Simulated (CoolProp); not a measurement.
Properties of R404A along the isotherm 320.1 K.

Computed with CoolProp (reference Helmholtz-energy equation of state, Lemmon 2003). It is a pseudo-pure fit of the blend.

```
p (kPa)   phase       Z  cp (kJ/(kg K))  cv (kJ/(kg K))  expansivity (1/kK)  Prandtl number
-------  ------  ------  --------------  --------------  ------------------  --------------
29.5        gas  0.9962          0.9055          0.8187               3.166           0.789
43.3        gas  0.9945          0.9069          0.8193               3.186           0.790
63.6        gas  0.9919          0.9090          0.8203               3.215           0.790
93.4        gas  0.9880          0.9122          0.8217               3.259               …
137         gas  0.9824          0.9168          0.8237               3.325           0.793
201         gas       …          0.9238          0.8267               3.425           0.795
295         gas  0.9615          0.9345          0.8311               3.580           0.800
433         gas  0.9428          0.9512               …               3.829           0.807
636         gas  0.9142               …          0.8480               4.246           0.820
934         gas  0.8698           1.028          0.8641               5.013           0.847
1370        gas  0.7976           1.132          0.8928               6.700           0.916
2950     liquid  0.1150           1.753          0.9649               7.429            2.76
4330     liquid  0.1642           1.638          0.9559               5.987            2.67
6360     liquid  0.2340               …          0.9487                   …            2.62
9340     liquid  0.3328           1.471          0.9436               3.957            2.61
```

Task: Some entries are withheld; supply them.

Result: 
- 93.4, Prandtl number: 0.791
- 201, Z: 0.9740
- 433, cv (kJ/(kg K)): 0.8378
- 636, cp (kJ/(kg K)): 0.9788
- 6360, cp (kJ/(kg K)): 1.546
- 6360, expansivity (1/kK): 4.857

Viscosity comes from a separate model (Geller 2000). Thermal conductivity comes from a separate model (Geller 2001).
